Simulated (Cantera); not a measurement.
# Premixed flame

A freely propagating, adiabatic, planar premixed flame of 38.2 % H2, 10.7 % O2, 51.1 % N2, unburnt at 500 K and 0.990 bar; mixture-averaged transport, grid criteria slope 0.08 and curve 0.16, no radiation.

Computed with Cantera and the H2/O2 subset of GRI-Mech 3.0, which has no nitrogen chemistry. Burning velocities carry a grid error of a few per cent, more on coarse grids.

```tsv
z (mm)	T (K)	u (m/s)	x H2	x O2	x H	x H2O2	x O	x OH
-1.30	500	5.50	0.382	0.107	<1e-8	<1e-8	<1e-8	<1e-8
-0.865	500	5.50	0.382	0.107	<1e-8	<1e-8	<1e-8	<1e-8
-0.649	500	5.50	0.382	0.107	<1e-8	<1e-8	<1e-8	<1e-8
-0.433	500	5.50	0.382	0.107	<1e-8	<1e-8	<1e-8	<1e-8
-0.216	526	5.75	0.377	0.107	0.000146	7.78e-6	9.34e-6	7.21e-5
-0.108	769	8.21	0.344	0.100	0.00653	2.06e-5	0.000239	0.000669
0	1157	12.0	0.260	0.0688	0.0364	2.45e-6	0.00247	0.00169
0.108	1427	14.7	0.179	0.0224	0.0662	1.23e-6	0.00355	0.00349
0.216	1551	15.9	0.154	0.00523	0.0718	7.66e-7	0.00223	0.00397
0.433	1662	16.9	0.153	0.00112	0.0629	4.90e-7	0.00145	0.00428
0.865	1772	17.9	0.161	0.000641	0.0490	2.83e-7	0.00102	0.00425
1.73	1875	18.8	0.168	0.000365	0.0354	1.47e-7	0.000602	0.00377
3.46	1962	19.5	0.174	0.000175	0.0237	7.13e-8	0.000297	0.00295
```
x: mole fraction of selected species; z is measured from the peak of heat release.

```
Item                        Result
------------------------  --------
laminar burning velocity  550 cm/s
thermal thickness         0.433 mm
peak x(H)                   0.0719
peak x(H2O2)               2.37e-5
peak x(O)                  0.00373
peak x(OH)                 0.00433
```
